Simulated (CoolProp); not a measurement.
Model: reference Helmholtz-energy equation of state, Lemmon 2006, in CoolProp. It is a short technical equation, of lower accuracy than the large ones.

Question: Give the vapour pressure (kPa), liquid density (kg/m³), vapour density (kg/m³), enthalpy of vaporisation (kJ/kg) of saturated R142b at 213.9, 266.7, 287.8 K.

Answer: 
| T (K) | p (kPa) | liquid density (kg/m³) | vapour density (kg/m³) | enthalpy of vaporisation (kJ/kg) |
|---|---|---|---|---|
| 213.9 | 7.50 | 1300 | 0.427 | 250 |
| 266.7 | 113 | 1190 | 5.35 | 222 |
| 287.8 | 243 | 1140 | 11.0 | 209 |
